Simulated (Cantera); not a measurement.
**Silicon nitride deposition: Si₂Cl₆ + NH₃ + N₂**

Feed: 1 mol Si₂Cl₆, a varied amount of NH₃, 1.1 mol N₂, held at 1750 K and 3.70 mbar.

Equilibrium computed with Cantera from the NASA thermochemical tables; the gas is ideal and each condensed phase is pure. Candidate condensed phases: NH₄Cl, Si, Si₃N₄; 28 gas species. The feed counts by its element totals alone. The tables' values for SiCl₃, SiCl are old estimates; treat these amounts as uncertain. Kinetics and transport are ignored.

From 0.85 mol NH₃ to 4.3 mol NH₃ nothing is condensed. The main Si-bearing gas is SiCl₂ throughout.

```tsv
n(NH₃) (mol)	log p H₂	log p SiCl₂	log p HCl	log p N₂	log p SiCl₃	log p Cl	log p H
0.85	-3.66	-2.91	-2.92	-3.01	-4.21	-4.84	-5.46
1.2	-3.32	-2.96	-2.96	-3.01	-4.46	-5.05	-5.29
1.5	-3.18	-2.99	-3.00	-3.02	-4.60	-5.15	-5.22
1.8	-3.08	-3.03	-3.03	-3.02	-4.71	-5.23	-5.17
2.1	-3.02	-3.06	-3.06	-3.02	-4.81	-5.30	-5.14
2.4	-2.96	-3.09	-3.09	-3.02	-4.89	-5.35	-5.12
2.7	-2.92	-3.12	-3.12	-3.02	-4.97	-5.40	-5.10
3.1	-2.88	-3.15	-3.15	-3.02	-5.06	-5.45	-5.07
3.4	-2.86	-3.18	-3.17	-3.02	-5.12	-5.49	-5.06
3.7	-2.84	-3.20	-3.20	-3.02	-5.18	-5.52	-5.05
4	-2.82	-3.22	-3.22	-3.02	-5.23	-5.56	-5.04
4.3	-2.80	-3.24	-3.24	-3.02	-5.28	-5.58	-5.03
```
log p: log10 of the partial pressure in bar; nothing condenses.
